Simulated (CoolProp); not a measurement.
Properties of methanol along the isobar 7.37 MPa.

The numbers come from the reference Helmholtz-energy equation of state, de Reuck 1993 in CoolProp.

```csv
T (K),phase,cp (kJ/(kg K)),conductivity (mW/(m K)),Prandtl number
342.9,liquid,2.848,195,4.70
366,liquid,3.056,191,4.05
389.1,liquid,3.294,186,3.58
412.2,liquid,3.571,182,3.21
435.3,liquid,3.910,177,2.92
458.4,liquid,4.374,173,2.68
481.4,liquid,5.189,168,2.53
504.5,liquid,10.33,163,3.51
527.6,gas,6.237,67.9,1.71
550.7,gas,4.254,65.1,1.23
573.8,gas,3.545,65.8,1.05
596.9,gas,3.191,67.7,0.957
620,gas,2.985,70.0,0.898
```

Viscosity comes from a separate model (Xiang 2006). Thermal conductivity comes from a separate model (Sykioti 2013).
